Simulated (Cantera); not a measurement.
Input: 1 mol SiCl4, 0.66 mol Cl2, 96 mol N2, held at 1273 K and 13300 Pa.

Cantera equilibrium calculation (NASA polynomials, part measured and part estimated; ideal gas, pure solids and liquids). Candidate condensed phases: Si, Si3N4; 13 gas species. Equilibrium is a limit: real reactors are often held back by kinetics, nucleation or transport.

Base state: N2 0.982, SiCl4 0.0102, Cl2 0.00574, Cl 0.00201 (mole fractions); condensed: gas only.

Task: What changes in the equilibrium state with this change: temperature from 1273 K to 1473.15 K?

Result: 
```json
[
 {"species": "N2", "before": "0.982", "after": "0.979"},
 {"species": "SiCl4", "before": "0.0102", "after": "0.0102"},
 {"species": "Cl", "before": "0.00201", "after": "0.00736"},
 {"species": "Cl2", "before": "0.00574", "after": "0.00306"},
 {"species": "SiCl3", "before": "2.50e-7", "after": "1.05e-5"}
]
```
The tables' values for SiCl3 are old estimates; treat these amounts as uncertain.

Task: What changes in the equilibrium state with this change: SiCl4 replaced by SiHCl3?

Result: 
| species | before | after |
|---|---|---|
| N2 | 0.982 | 0.981 |
| HCl | 0 | 0.00969 |
| SiCl4 | 0.0102 | 0.00824 |
| Cl2 | 0.00574 | 1.36e-9 |
| Cl | 0.00201 | 9.81e-7 |
| H2 | 0 | 0.000268 |
| SiCl2 | <1e-9 | 0.000136 |
| SiCl3 | 2.50e-7 | 0.000413 |
| Si3N4(s), mol | 0 | 0.0466 |
N2 is the only nitrogen source here; it is nearly inert below about 1500 K, so the nitride shown seldom forms there in practice. The tables' values for SiCl3 are old estimates; treat these amounts as uncertain. Further candidate phases: NH4Cl.
